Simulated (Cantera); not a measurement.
Equilibrium for chemical vapour transport: B + Cl2 + N2

Charge: 1 mol B, 0.13 mol Cl2, a varied amount of N2, equilibrated at 1225 °C and 10.0 Torr.

Cantera equilibrium calculation (NASA polynomials, part measured and part estimated; ideal gas, pure solids and liquids). Candidate condensed phases: B, BN; 10 gas species. N2 is the only nitrogen source here; it is nearly inert below about 1500 K, so the nitride shown seldom forms there in practice. Mutual solubility and eutectic melting of coexisting phases are not modelled. The tables' values for BCl2, BCl are old estimates; treat these amounts as uncertain. Rates play no part.

At 0.34 mol N2 the condensed part is B(s) + BN(s). From 0.7 mol N2 to 2.5 mol N2 the condensed part is BN(s). The main B-bearing gas is BCl3 throughout.

```json
[
 {"n(N2) (mol)": "0.34", "x BCl3": "0.987", "x N2": "3.89e-7", "x BCl2": "0.00985", "x BCl": "0.00265", "x Cl": "0.000162", "x Cl2": "1.05e-7", "n B(s)": "0.233", "n BN(s)": "0.680"},
 {"n(N2) (mol)": "0.7", "x BCl3": "0.262", "x N2": "0.737", "x BCl2": "0.000365", "x BCl": "1.38e-5", "x Cl": "0.00116", "x Cl2": "5.36e-6", "n B(s)": "0", "n BN(s)": "0.913"},
 {"n(N2) (mol)": "1.1", "x BCl3": "0.118", "x N2": "0.881", "x BCl2": "0.000209", "x BCl": "9.96e-6", "x Cl": "0.000914", "x Cl2": "3.35e-6", "n B(s)": "0", "n BN(s)": "0.914"},
 {"n(N2) (mol)": "1.4", "x BCl3": "0.0837", "x N2": "0.915", "x BCl2": "0.000165", "x BCl": "8.76e-6", "x Cl": "0.000820", "x Cl2": "2.69e-6", "n B(s)": "0", "n BN(s)": "0.914"},
 {"n(N2) (mol)": "1.8", "x BCl3": "0.0602", "x N2": "0.939", "x BCl2": "0.000132", "x BCl": "7.78e-6", "x Cl": "0.000738", "x Cl2": "2.18e-6", "n B(s)": "0", "n BN(s)": "0.914"},
 {"n(N2) (mol)": "2.1", "x BCl3": "0.0498", "x N2": "0.949", "x BCl2": "0.000116", "x BCl": "7.28e-6", "x Cl": "0.000694", "x Cl2": "1.93e-6", "n B(s)": "0", "n BN(s)": "0.914"},
 {"n(N2) (mol)": "2.5", "x BCl3": "0.0404", "x N2": "0.959", "x BCl2": "0.000101", "x BCl": "6.77e-6", "x Cl": "0.000648", "x Cl2": "1.68e-6", "n B(s)": "0", "n BN(s)": "0.914"}
]
```
x: gas mole fraction; n: condensed amount in mol.
